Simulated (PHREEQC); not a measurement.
Model water analysis in mg/L, 25 °C, pH 3.17, pe 11.1:

```csv
constituent,mg/L
Na,1820
K,125
Ca,438
Mg,10.8
Cl,1090
S(6) as SO4,3670
Si as SiO2,90.1
```

Cl is adjusted to close the charge balance.
Valence states are taken as typed.

All values are PHREEQC results (ion-association model, phreeqc.dat), not measurements.

**Question.** The ionic strength comes out as 0.130 mol/kgw. What activity coefficients do KSO4-, Mg+2, Ca+2, H+, K+ get?

**Answer.** KSO4- 0.77, Mg+2 0.38, Ca+2 0.36, H+ 0.81, K+ 0.74.

Precipitation was switched off in this run. Saturation is exceeded, for instance for Quartz (slow to form), Chalcedony (slow to form); the values hold only as long as no solid forms.
